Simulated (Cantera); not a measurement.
## C6H6 + NH3 + N2 (carbon deposition, reforming and gasification)

A closed system holds: 1 mol C6H6, 0.024 mol NH3, 1.6 mol N2, held at 1175 K.

These are equilibrium values from Cantera (NASA tables, ideal gas, pure condensed phases), not measurements of a reactor. Candidate condensed phases: C, C6H6, C7H8, C8H18; 92 gas species. The ideal-gas law is rough above about 30 bar. Kinetics and transport are ignored.

```json
[
 {"P (Pa)": "10", "x H2": "0.653", "x N2": "0.347", "x CH4": "8.17e-7", "x NH3": "6.69e-9", "x C2H6": "<1e-12", "x HCN": "2.67e-5", "x C2H4": "4.94e-11", "x H": "9.91e-6", "n C(graphite)": "6.00"},
 {"P (Pa)": "46", "x H2": "0.653", "x N2": "0.347", "x CH4": "3.76e-6", "x NH3": "3.08e-8", "x C2H6": "<1e-12", "x HCN": "2.67e-5", "x C2H4": "2.27e-10", "x H": "4.62e-6", "n C(graphite)": "6.00"},
 {"P (Pa)": "220", "x H2": "0.653", "x N2": "0.347", "x CH4": "1.80e-5", "x NH3": "1.47e-7", "x C2H6": "<1e-12", "x HCN": "2.67e-5", "x C2H4": "1.09e-9", "x H": "2.11e-6", "n C(graphite)": "6.00"},
 {"P (Pa)": "1000", "x H2": "0.653", "x N2": "0.347", "x CH4": "8.17e-5", "x NH3": "6.69e-7", "x C2H6": "6.72e-12", "x HCN": "2.67e-5", "x C2H4": "4.93e-9", "x H": "9.91e-7", "n C(graphite)": "6.00"},
 {"P (Pa)": "4600", "x H2": "0.653", "x N2": "0.347", "x CH4": "0.000375", "x NH3": "3.08e-6", "x C2H6": "1.42e-10", "x HCN": "2.67e-5", "x C2H4": "2.27e-8", "x H": "4.62e-7", "n C(graphite)": "6.00"},
 {"P (Pa)": "22000", "x H2": "0.651", "x N2": "0.347", "x CH4": "0.00178", "x NH3": "1.47e-5", "x C2H6": "3.22e-9", "x HCN": "2.67e-5", "x C2H4": "1.08e-7", "x H": "2.11e-7", "n C(graphite)": "5.99"},
 {"P (Pa)": "100000", "x H2": "0.642", "x N2": "0.350", "x CH4": "0.00790", "x NH3": "6.56e-5", "x C2H6": "6.40e-8", "x HCN": "2.66e-5", "x C2H4": "4.78e-7", "x H": "9.83e-8", "n C(graphite)": "5.96"},
 {"P (Pa)": "460000", "x H2": "0.609", "x N2": "0.358", "x CH4": "0.0327", "x NH3": "0.000282", "x C2H6": "1.15e-6", "x HCN": "2.62e-5", "x C2H4": "1.97e-6", "x H": "4.46e-8", "n C(graphite)": "5.85"},
 {"P (Pa)": "2200000", "x H2": "0.507", "x N2": "0.384", "x CH4": "0.108", "x NH3": "0.00106", "x C2H6": "1.52e-5", "x HCN": "2.48e-5", "x C2H4": "6.53e-6", "x H": "1.86e-8", "n C(graphite)": "5.55"},
 {"P (Pa)": "10000000", "x H2": "0.344", "x N2": "0.425", "x CH4": "0.227", "x NH3": "0.00284", "x C2H6": "9.87e-5", "x HCN": "2.15e-5", "x C2H4": "1.37e-5", "x H": "7.20e-9", "n C(graphite)": "5.14"}
]
```
x: gas mole fraction; n: condensed amount in mol.

From 10.0 Pa to 100 bar the condensed part is C(graphite). The main C-bearing gas is HCN at 10.0 Pa and CH4 at 100 bar.
